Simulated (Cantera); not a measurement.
A closed system holds: 1 mol Si, 3 mol HCl, 3.7 mol H2, at 36000 Pa.

Equilibrium computed with Cantera from the NASA thermochemical tables; the gas is ideal and each condensed phase is pure. Candidate condensed phases: Si; 19 gas species. The tables' values for SiCl3 are old estimates; treat these amounts as uncertain. Kinetics and transport are ignored.

### Question
At 900 K, list the 4 most abundant gas species with their mole fractions, and the condensed phases.

### Answer
H2 0.857, SiCl4 0.0938, SiHCl3 0.0413, HCl 0.00553. Condensed: Si(s).
